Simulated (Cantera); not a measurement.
Cantera run:

```python
import numpy as np
import cantera as ct

gas_names = """
    C CO COS CO2 CS CS2 C2 C2O C3 C3O2 C4 C5 O O2 O3 S SO SO2 SO3 S2 S2O S8
""".split()
cond_names = """
    C(gr) S(cr1) S(cr2) S(L)
""".split()


# ... load() reads the species with a 1 bar reference pressure and builds the phases ...
atoms = {
    'CS2': {'C': 1, 'S': 2},
    'SO2': {'S': 1, 'O': 2},
    'O2': {'O': 2},
}
top_T = {'C(gr)': 4500}  # K; cautious upper limits of use, not melting points


# ... equilibrate(T, P, feed) seeds the gas with the atoms and calls Mixture.equilibrate('TP', solver="vcs", rtol=1e-11, max_steps=5000) ...
results = []
feed = {'CS2': 1, 'SO2': 0.19, 'O2': 0.074}  # mol
P = 52  # Pa
for T in [900, 1050, 1200, 1350, 1500, 1650, 1800, 1950, 2100, 2250, 2400, 2550, 2700, 2850]:
    mix = equilibrate(T, P, feed)
    results.append((T, P, feed, dict(zip(mix.species_names, mix.species_moles))))
    x = sorted(zip(gas.X, gas.species_names), reverse=True)
    print(f"T = {T:g} K  P = {P:g} Pa  gas = {mix.phase_moles(0):.4g} mol")
    print("   x: " + "  ".join(f"{s} {v:.3e}" for v, s in x if v > 0.001))
    print("   condensed (mol): " + ("  ".join(f"{mix.phase(i).name} {mix.phase_moles(i):.4g}"
          for i in range(1, mix.n_phases) if mix.phase_moles(i) > 1e-12) or "none"))
```

Output:

```
T = 900 K  P = 52 Pa  gas = 1.576 mol
   x: S2 3.656e-01  CS2 3.018e-01  CO 2.756e-01  COS 5.464e-02  CO2 2.365e-03
   condensed (mol): none
T = 1050 K  P = 52 Pa  gas = 1.614 mol
   x: S2 3.803e-01  CO 3.156e-01  CS2 2.926e-01  COS 1.137e-02
   condensed (mol): none
T = 1200 K  P = 52 Pa  gas = 1.62 mol
   x: S2 3.829e-01  CO 3.226e-01  CS2 2.912e-01  COS 3.232e-03
   condensed (mol): none
T = 1350 K  P = 52 Pa  gas = 1.623 mol
   x: S2 3.836e-01  CO 3.241e-01  CS2 2.900e-01  COS 1.210e-03
   condensed (mol): none
T = 1500 K  P = 52 Pa  gas = 1.628 mol
   x: S2 3.848e-01  CO 3.237e-01  CS2 2.837e-01  CS 6.103e-03  S 1.107e-03
   condensed (mol): none
T = 1650 K  P = 52 Pa  gas = 1.65 mol
   x: S2 3.886e-01  CO 3.197e-01  CS2 2.581e-01  CS 2.789e-02  S 5.419e-03
   condensed (mol): none
T = 1800 K  P = 52 Pa  gas = 1.709 mol
   x: S2 3.945e-01  CO 3.088e-01  CS2 1.957e-01  CS 8.050e-02  S 2.046e-02
   condensed (mol): none
T = 1950 K  P = 52 Pa  gas = 1.812 mol
   x: S2 3.862e-01  CO 2.913e-01  CS 1.468e-01  CS2 1.137e-01  S 6.196e-02
   condensed (mol): none
T = 2100 K  P = 52 Pa  gas = 1.956 mol
   x: S2 3.375e-01  CO 2.699e-01  CS 1.893e-01  S 1.512e-01  CS2 5.205e-02
   condensed (mol): none
T = 2250 K  P = 52 Pa  gas = 2.154 mol
   x: S 2.942e-01  CO 2.451e-01  S2 2.416e-01  CS 1.990e-01  CS2 2.008e-02
   condensed (mol): none
T = 2400 K  P = 52 Pa  gas = 2.388 mol
   x: S 4.498e-01  CO 2.211e-01  CS 1.908e-01  S2 1.314e-01  CS2 6.853e-03
   condensed (mol): none
T = 2550 K  P = 52 Pa  gas = 2.57 mol
   x: S 5.555e-01  CO 2.054e-01  CS 1.814e-01  S2 5.535e-02  CS2 2.228e-03
   condensed (mol): none
T = 2700 K  P = 52 Pa  gas = 2.661 mol
   x: S 6.034e-01  CO 1.984e-01  CS 1.766e-01  S2 2.078e-02
   condensed (mol): none
T = 2850 K  P = 52 Pa  gas = 2.697 mol
   x: S 6.213e-01  CO 1.958e-01  CS 1.745e-01  S2 7.899e-03
   condensed (mol): none
```

Equilibrium computed with Cantera from the NASA thermochemical tables; the gas is ideal and each condensed phase is pure. Gases not in the tables: S3 to S7.
